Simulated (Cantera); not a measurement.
# Thermodynamics of thermal oxidation and active oxidation of silicon, feed Si + CO₂ + N₂

Charge: 1 mol Si, a varied amount of CO₂, 6.4 mol N₂, equilibrated at 1700 K and 24.0 Pa.

Cantera equilibrium calculation (NASA polynomials, part measured and part estimated; ideal gas, pure solids and liquids). Candidate condensed phases: C, Si, SiC, SiO₂, Si₂N₂O, Si₃N₄; 34 gas species. Mutual solubility and eutectic melting of coexisting phases are not modelled. The tables' values for SiN are old estimates; treat these amounts as uncertain. The tables hold silica as quartz up to 1696 K and as liquid above; real silica turns to tridymite and cristobalite and melts near 1996 K. Rates play no part.

| n(CO₂) (mol) | x N₂ | x CO | x SiO | x CO₂ | x Si | x Si₂N | x SiN | x Si₂C | n Si(l) | n SiC(s) | n SiO₂(condensed) |
|---|---|---|---|---|---|---|---|---|---|---|---|
| 0.21 | 0.936 | 0.00313 | 0.0583 | 2.24e-11 | 0.00283 | 4.63e-5 | 2.57e-5 | 1.71e-5 | 0.392 | 0.188 | 0 |
| 0.31 | 0.909 | 0.00449 | 0.0836 | 4.61e-11 | 0.00283 | 4.57e-5 | 2.53e-5 | 1.71e-5 | 0.112 | 0.278 | 0 |
| 0.45 | 0.876 | 0.0246 | 0.0985 | 6.42e-10 | 0.00131 | 9.64e-6 | 1.15e-5 | 7.91e-6 | 0 | 0.270 | 0 |
| 0.65 | 0.830 | 0.0621 | 0.107 | 2.67e-9 | 0.000859 | 4.03e-6 | 7.34e-6 | 5.18e-6 | 0 | 0.172 | 0 |
| 0.94 | 0.772 | 0.110 | 0.117 | 6.62e-9 | 0.000675 | 2.40e-6 | 5.56e-6 | 4.07e-6 | 0 | 0.0271 | 0 |
| 1.4 | 0.761 | 0.166 | 0.0721 | 0.000774 | 5.37e-9 | <1e-12 | 4.39e-11 | <1e-12 | 0 | 0 | 0.393 |
| 2 | 0.755 | 0.227 | 0.00875 | 0.00875 | 7.89e-11 | <1e-12 | <1e-12 | <1e-12 | 0 | 0 | 0.926 |
| 2.9 | 0.688 | 0.214 | 0.000740 | 0.0974 | <1e-12 | <1e-12 | <1e-12 | <1e-12 | 0 | 0 | 0.993 |
x: gas mole fraction; n: condensed amount in mol.

From 0.21 mol CO₂ to 0.31 mol CO₂ the condensed part is Si(l) + SiC(s). From 0.45 mol CO₂ to 0.94 mol CO₂ the condensed part is SiC(s). From 1.4 mol CO₂ to 2.9 mol CO₂ the condensed part is SiO₂(condensed). The main Si-bearing gas is SiO throughout. The share of Si in condensed phases is highest at 2.9 mol CO₂ (99.3 %) and lowest at 0.94 mol CO₂ (2.7 %).
